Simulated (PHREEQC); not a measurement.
Dissolve 0.0015 mol/kgw NaOH, 0.0012 mol/kgw CO2 and 0.00012 mol/kgw Na2CO3 at 79 °C. Closed to the air; pH follows from the charge balance.

Equilibrium calculation in PHREEQC: ion-association model, wateq4f.dat.

### Question
The ionic strength comes out as 0.00182 mol/kgw. What activity coefficients do HCO3-, Na+, OH-, CO3-2, NaCO3- get?

### Answer
HCO3- 0.95, Na+ 0.95, OH- 0.95, CO3-2 0.81, NaCO3- 0.95.

Precipitation was switched off in this run. At this temperature some constants are extrapolated from 25 °C, and those without enthalpy data are left unchanged.
